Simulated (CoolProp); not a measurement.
Vapour-liquid equilibrium of CH2F2 (R32) (1) + R134a (2) at 0.0857 MPa; x and y are mole fractions of (1).

The numbers come from the multi-fluid Helmholtz-energy mixture model, Tillner-Roth 1997 and Tillner-Roth 1994; pair parameters Lemmon 2004 in CoolProp.

Task: Give the bubble temperature and the first vapour's composition at x = 0.05, 0.45, 0.95. Is there an azeotrope?

Result: x = 0.05: -32.0 °C, y = 0.148; x = 0.45: -45.0 °C, y = 0.737; x = 0.95: -54.2 °C, y = 0.985. No azeotrope shows between x = 0.05 and 0.95.

Pair parameters are fitted to limited data, so mixtures are less certain than the pure fluids.
